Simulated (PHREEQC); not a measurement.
Make-up at 25 °C: 3 mol KOH, 0.003 mol Na2B4O7, 5.4 mol NaCl and 0.02 mol Ca(OH)2 per kg of water. Closed to the air; pH follows from the charge balance.

Model: Pitzer model, pitzer.dat, run in PHREEQC.

Problem. The ionic strength comes out as 8.47 mol/kgw. What activity coefficients do Na+, Ca+2, K+, B(OH)4-, Cl- get?

Solution. Na+ 1.4, Ca+2 0.044, K+ 1.1, B(OH)4- 0.16, Cl- 0.67. Single-ion values are on the MacInnes scale.

This is a speciation only: nothing precipitates in the calculation. Saturation is exceeded, for instance for Portlandite, Sylvite; the values hold only as long as no solid forms. In brines, pH and single-ion activities rest on the MacInnes convention.
